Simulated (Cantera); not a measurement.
Input (Python, Cantera) and output of one run.

```python
import numpy as np
import cantera as ct

gas_names = """
    CL CL2 H HCL H2 N NH NH2 NH3 N2 N2H2 N2H4 Si SiCL SiCL2 SiCL3 SiCL4 SiH SiHCL3 SiH2 SiH2CL2 SiH3
    SiH3CL SiH4 SiN Si2 Si2N Si3
""".split()
cond_names = """
    NH4CL(a) NH4CL(b) Si(cr) Si(L) Si3N4(a)
""".split()


# ... load() reads the species with a 1 bar reference pressure and builds the phases ...
atoms = {
    'Si': {'Si': 1},
    'Cl2': {'CL': 2},
    'H2': {'H': 2},
    'N2': {'N': 2},
}
top_T = {'Si3N4(a)': 2400}  # K; cautious upper limits of use, not melting points


# ... equilibrate(T, P, feed) seeds the gas with the atoms and calls Mixture.equilibrate('TP', solver="vcs", rtol=1e-11, max_steps=5000) ...
results = []
feed = {'Si': 1, 'Cl2': 1.7, 'H2': 47, 'N2': 0.012}  # mol
P = 100000  # Pa
for T in [648, 723, 798, 873, 948, 1023, 1098, 1173, 1248, 1323, 1398, 1473, 1548, 1623]:
    mix = equilibrate(T, P, feed)
    results.append((T, P, feed, dict(zip(mix.species_names, mix.species_moles))))

top = {s: max(r[3][s] / sum(r[3][g] for g in gas_names) for r in results) for s in gas_names}
cols = sorted((s for s in top if top[s] > 0.001), key=lambda s: -top[s])[:5]
seen = [c for c in cond_names if any(r[3].get(c, 0) > 1e-12 for r in results)]
print("log10 of partial pressures in bar; condensed amounts in mol")
print(f"{'T/K':>10s}" + "".join(f"{s[:9]:>10s}" for s in cols + seen))
for T, P, feed, n in results:
    ng = sum(n[g] for g in gas_names)
    print(f"{T:10.4g}" + "".join(f"{np.log10(max(n[s] / ng * P / 1e5, 1e-99)):10.3f}" for s in cols)
          + "".join(f"{n.get(c, 0):10.4g}" for c in seen))
```

Output:

```
log10 of partial pressures in bar; condensed amounts in mol
       T/K        H2       HCL    SiHCL3     SiCL4     SiCL2    Si(cr)  Si3N4(a)
       648    -0.009    -4.115    -2.001    -1.999    -8.784         0     0.006
       723    -0.009    -3.534    -2.002    -2.003    -7.408         0     0.006
       798    -0.009    -3.087    -1.995    -2.018    -6.263         0     0.006
       873    -0.010    -2.718    -1.996    -2.035    -5.324  0.008929     0.006
       948    -0.010    -2.387    -2.018    -2.047    -4.580   0.03888     0.006
      1023    -0.012    -2.109    -2.050    -2.075    -3.957    0.0872     0.006
      1098    -0.013    -1.878    -2.100    -2.128    -3.435     0.156     0.006
      1173    -0.016    -1.689    -2.178    -2.218    -3.005    0.2414  0.005999
      1248    -0.019    -1.540    -2.298    -2.366    -2.662    0.3319  0.005997
      1323    -0.022    -1.433    -2.476    -2.593    -2.407    0.4105  0.005977
      1398    -0.024    -1.366    -2.720    -2.908    -2.238    0.4641  0.005865
      1473    -0.025    -1.330    -3.015    -3.292    -2.138    0.4925  0.005326
      1548    -0.026    -1.315    -3.329    -3.705    -2.081    0.5077  0.003116
      1623    -0.027    -1.309    -3.640    -4.113    -2.048     0.516         0
```

Cantera equilibrium calculation (NASA polynomials, part measured and part estimated; ideal gas, pure solids and liquids). N2 is the only nitrogen source here; it is nearly inert below about 1500 K, so the nitride shown seldom forms there in practice. Mutual solubility and eutectic melting of coexisting phases are not modelled. The tables' values for SiCl3 are old estimates; treat these amounts as uncertain.
